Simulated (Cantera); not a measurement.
What does this Cantera script print?

```python
import numpy as np
import cantera as ct

gas = ct.Solution("gri30.yaml")
gas.TPX = 1398, 14000, {'CH4': 1, 'CO2': 0.41, 'H2': 0.24}
inlet = ct.Reservoir(gas, clone=True)

reactor = ct.IdealGasConstPressureReactor(gas, energy="off", clone=False)
exhaust = ct.Reservoir(gas, clone=True)
tau = [28, 12, 4.7, 1.9, 0.79, 0.32, 0.13, 0.055, 0.022, 0.0092, 0.0038][0]
for a, b in ((inlet, reactor), (reactor, exhaust)):
    ct.MassFlowController(a, b, mdot=lambda t: reactor.mass / tau)
net = ct.ReactorNet([reactor])
show = ['CH4', 'CO2', 'H2', 'CH2O', 'CH3']

rows = []
print(f"{'tau/s':>10s}{'T/K':>9s}" + "".join(f"{s:>11s}" for s in show))
for tau in [28, 12, 4.7, 1.9, 0.79, 0.32, 0.13, 0.055, 0.022, 0.0092, 0.0038]:
    net.initial_time = 0.0
    net.advance(30 * tau)
    before = gas.X
    net.advance(40 * tau)
    drift = np.max(np.abs(gas.X - before) / (gas.X + 1e-9))
    rows.append([gas.T, *gas[show].X, drift])
    print(f"{tau:10.3e}{gas.T:9.1f}" + "".join(f"{x:11.3e}" for x in gas[show].X))
```

It prints:

```
     tau/s      T/K        CH4        CO2         H2       CH2O        CH3
 2.800e+01   1398.0  2.758e-01  8.525e-02  3.154e-01  1.855e-07  6.087e-05
 1.200e+01   1398.0  3.841e-01  1.416e-01  2.595e-01  3.277e-07  7.867e-05
 4.700e+00   1398.0  4.869e-01  1.973e-01  2.118e-01  4.990e-07  9.536e-05
 1.900e+00   1398.0  5.496e-01  2.272e-01  1.789e-01  6.255e-07  1.061e-04
 7.900e-01   1398.0  5.815e-01  2.400e-01  1.600e-01  6.880e-07  1.109e-04
 3.200e-01   1398.0  5.965e-01  2.454e-01  1.508e-01  6.858e-07  1.104e-04
 1.300e-01   1398.0  6.026e-01  2.474e-01  1.472e-01  6.087e-07  1.038e-04
 5.500e-02   1398.0  6.048e-01  2.481e-01  1.460e-01  4.531e-07  9.082e-05
 2.200e-02   1398.0  6.056e-01  2.484e-01  1.456e-01  2.369e-07  7.206e-05
 9.200e-03   1398.0  6.059e-01  2.484e-01  1.455e-01  8.409e-08  5.376e-05
 3.800e-03   1398.0  6.060e-01  2.485e-01  1.455e-01  1.831e-08  3.547e-05
```

Detailed kinetics in Cantera: GRI-Mech 3.0 (53 species, 325 reactions). GRI-Mech 3.0 stops at C3 and has no aromatics, soot or wall deposition, so with more carbon than oxygen in the feed, carbon stays in small species such as C2H2 where larger ones or solid carbon would form.
